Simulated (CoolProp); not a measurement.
Saturation properties of hydrogen chloride.

Model: reference Helmholtz-energy equation of state, Thol 2018, in CoolProp.

```
T (K)     p (MPa)  liquid density (kg/m³)  enthalpy of vaporisation (kJ/kg)
-----  ----------  ----------------------  --------------------------------
199.5      0.1851                    1156                             431.2
205.9      0.2521                    1140                             423.7
212.3      0.3364              (withheld)                             415.8
218.7      0.4408                    1105                             407.4
225.1      0.5682                    1087                             398.6
231.5      0.7216                    1069                             389.3
237.9      0.9043                    1050                             379.5
244.3  (withheld)                    1030                             369.0
250.6       1.367                    1009                             358.0
257    (withheld)                   987.8                             346.1
263.4  (withheld)                   965.0                        (withheld)
```

Some entries are withheld; supply them.


- 212.3, liquid density (kg/m³): 1123
- 244.3, p (MPa): 1.120
- 257, p (MPa): 1.657
- 263.4, p (MPa): 1.990
- 263.4, enthalpy of vaporisation (kJ/kg): 333.2

It boils at 188.2 K under 1 atm.
